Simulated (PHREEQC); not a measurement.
## Brackish or sea water: an equilibrium model

A made-up water analysis in mg/kgw, 25 °C, pH 8.78: Na 2820; K 412; Ca 53.1; Mg 512; Cl 6440; S(6) as SO4 218; Alkalinity as HCO3 28.8; Si as SiO2 11.

Cl is adjusted to close the charge balance.
Valence states are taken as typed.

Computed with PHREEQC (Pitzer model, pitzer.dat).

Precipitation was switched off in this run.

Task: Estimate the specific conductance.

Result: specific conductance 17500 µS/cm.

Task: In which forms is Si present?

Result: H4SiO4 87 %, H3SiO4- 13 % of the Si.

Examples of supersaturated solids here: Magnesite (slow to form). Others may be too. Species that the database lacks are ignored.
